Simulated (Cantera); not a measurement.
A perfectly stirred reactor is fed with 11.7 % CH₄, 5.49 % CO, 17.4 % O₂, 65.4 % N₂, equivalence ratio 1.5, at 3750 Torr; it is adiabatic with a 348 K inlet, and is followed from long to short residence time, starting on the burning branch (τ in s: 0.053, 0.023, 0.01, 0.0043, 0.0019, 0.00082, 0.00036, 0.00016, 6.8e-05, 3e-05, 1.3e-05).

Detailed kinetics in Cantera: GRI-Mech 3.0 (53 species, 325 reactions).

Question: Predict: blow-out, bracketed by the residence times tried; x(CH₄) at τ = 53.0 ms; x(CO) at τ = 53.0 ms; x(O₂) at τ = 53.0 ms; x(C₂H₆) at τ = 53.0 ms; x(H) at τ = 53.0 ms; x(CH₄) at τ = 0.820 ms; x(CO) at τ = 0.820 ms; x(O₂) at τ = 0.820 ms; x(C₂H₆) at τ = 0.820 ms; x(H) at τ = 0.820 ms.

Answer: 
```json
{
 "blow_out_bracketed_by_the_residence_times_tried": "burning at 0.360 ms, out at 0.160 ms",
 "x(CH₄) at τ = 53.0 ms": "0.00125",
 "x(CO) at τ = 53.0 ms": "0.100",
 "x(O₂) at τ = 53.0 ms": "0.000193",
 "x(C₂H₆) at τ = 53.0 ms": "4.06e-7",
 "x(H) at τ = 53.0 ms": "0.000217",
 "x(CH₄) at τ = 0.820 ms": "0.00627",
 "x(CO) at τ = 0.820 ms": "0.0939",
 "x(O₂) at τ = 0.820 ms": "0.00653",
 "x(C₂H₆) at τ = 0.820 ms": "4.04e-5",
 "x(H) at τ = 0.820 ms": "0.000368"
}
```
